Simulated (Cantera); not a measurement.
Charge: 1 mol CCl4, 7.3 mol H2, held at 1598.15 K and 2.00 Pa.

These are equilibrium values from Cantera (NASA tables, ideal gas, pure condensed phases), not measurements of a reactor. Candidate condensed phases: C, C6H6, C7H8, C8H18; 91 gas species. Rates play no part.

Base state: H2 0.564, HCl 0.422, H 0.00895, Cl 0.00530, C2H2 (acetylene) 1.52e-5 (mole fractions); condensed: C(graphite).

Task: What changes in the equilibrium state with this change: CCl4 replaced by C2F6?

Result: 
```csv
species,before,after
HF,0,0.580
H2,0.564,0.412
H,0.00895,0.00765
HCl,0.422,0
Cl,0.00530,0
C2H2 (acetylene),1.52e-5,1.11e-5
"C(graphite), mol",1.000,2.00
```
The feed counts by its element totals alone.
